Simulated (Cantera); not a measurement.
Charge: 1 mol trisilylamine, 0.2 mol N2, 8.6 mol H2, equilibrated at 1473.15 K and 21000 Pa.

These are equilibrium values from Cantera (NASA tables, ideal gas, pure condensed phases), not measurements of a reactor. Candidate condensed phases: Si, Si3N4; 18 gas species. The feed counts by its element totals alone. Mutual solubility and eutectic melting of coexisting phases are not modelled. The numbers say what is thermodynamically allowed, not how fast it happens.

Base state: H2 1.000, N2 0.000132, H 2.77e-5 (mole fractions); condensed: Si(s) + Si3N4(s).

Problem. What changes in the equilibrium state with this change: temperature from 1473.15 K to 1723 K?

Solution. 
```
species          before     after
-------------  --------  --------
H2                1.000     0.988
N2             0.000132    0.0113
H               2.77e-5  0.000396
SiH2            1.05e-6   1.68e-5
Si(s), mol         1.95         0
Si3N4(s), mol     0.349     0.275
Si(l), mol            0      2.17
```
Gases not in the tables: Si2H6 and higher silanes.
